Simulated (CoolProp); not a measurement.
Ethanol at 398.51 K and 0.103 MPa flows at 3.9 m/s in a round tube of 100 mm bore and 0.25 µm roughness, fully developed (64/Re and Nu = 3.66 if laminar; Colebrook and Gnielinski if turbulent). Each further row changes one setting.

Values from CoolProp's reference Helmholtz-energy equation of state, Schroeder 2014.

| case | Reynolds number | Darcy friction factor | pressure drop (Pa/m) | heat-transfer coefficient (W/(m² K)) | mass flow (kg/h) |
|---|---|---|---|---|---|
| as stated | 48100 | 0.0211 | 2.34 | 28.9 | 161 |
| velocity 7.8 m/s | 96300 | 0.0181 | 8.05 | 50.0 | 321 |
| diameter 200 mm | 96300 | 0.0181 | 1.01 | 25.0 | 643 |

Viscosity comes from a separate model (Kiselev 2005). Thermal conductivity comes from a separate model (Assael 2013).
